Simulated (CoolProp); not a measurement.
Vapour-liquid equilibrium of fluoroethane (R161) (1) + R227EA (2) at 212.6 K; x and y are mole fractions of (1).

Model: multi-fluid Helmholtz-energy mixture model, Wu 2012 and Lemmon 2016; pair parameters Bell 2016, in CoolProp.

```
x     bubble pressure (kPa)  y at the bubble point  dew pressure at overall composition x (kPa)  liquid density (mol/L)
----  ---------------------  ---------------------  -------------------------------------------  ----------------------
0.05                  9.326                  0.069                                        9.277                   10.18
0.2                   10.68                  0.349                                        9.815                   11.00
0.35                  13.49                  0.616                                        10.69                   11.91
0.5                   17.33                  0.792                                        12.00                   12.94
0.65                  21.56                  0.894                                        14.04                   14.11
0.8                   25.68                  0.952                                        17.58                   15.48
0.95                  29.58                  0.990                                        25.47                   17.08
```

No azeotrope shows between x = 0.05 and 0.95.

Pair parameters are fitted to limited data, so mixtures are less certain than the pure fluids.
